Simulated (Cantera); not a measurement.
Input: 1 mol SiC, 0.0015 mol O2, 28 mol H2, 0.3 mol H2O, held at 1300 Pa.

Method: chemical equilibrium by Gibbs-energy minimisation in Cantera with the NASA 1993 tables (ideal gas, pure condensed phases). Candidate condensed phases: C, C6H6, C7H8, C8H18, H2O, Si, SiC, SiO2; 123 gas species. Gases not in the tables: Si2H6 and higher silanes. Kinetics and transport are ignored. All values below are at 1900 K.

Base state: H2 0.982, H 0.00690, CO 0.00551, SiO 0.00504, Si 0.000403, SiH 3.96e-5, SiH2 2.38e-5 (mole fractions); condensed: SiC(s).

Problem. What changes in the equilibrium state with this change: SiC replaced by Si3N4?

Solution. 
| species | before | after |
|---|---|---|
| H2 | 0.982 | 0.917 |
| N2 | 0 | 0.0651 |
| SiO | 0.00504 | 0.00986 |
| CO | 0.00551 | 0 |
| Si2N | 0 | 1.37e-5 |
| Si | 0.000403 | 0.000970 |
| SiH | 3.96e-5 | 9.19e-5 |
| SiC(s), mol | 0.841 | 0 |
| Si(l), mol | 0 | 2.66 |
Further candidate phases: Si2N2O, Si3N4.
